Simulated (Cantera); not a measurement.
Feed: 1 mol BaF₂, 0.23 mol H₂O, 3.6 mol N₂, 0.82 mol HF, equilibrated at 1423.15 K and 97.5 Torr.

Cantera equilibrium calculation (NASA polynomials, part measured and part estimated; ideal gas, pure solids and liquids). Candidate condensed phases: Ba, BaF₂, BaO, Ba(OH)₂, H₂O; 45 gas species. Rates play no part.

Base state: N₂ 0.774, HF 0.176, H₂O 0.0494, BaF₂ 5.08e-5, H₂ 2.77e-5, O₂ 1.01e-5 (mole fractions); condensed: BaF₂(s).

Q: What changes in the equilibrium state with this change: temperature from 1423.15 K to 1925 K?

A: 
```csv
species,before,after
N₂,0.774,0.710
HF,0.176,0.162
BaF₂,5.08e-5,0.0825
H₂O,0.0494,0.0441
BaF,<1e-9,3.19e-5
O,1.19e-8,1.90e-5
H,9.71e-8,8.59e-5
OH,3.77e-6,0.000312
NO,5.65e-6,0.000239
"BaF₂(s), mol",1.000,0
"BaF₂(l), mol",0,0.581
```
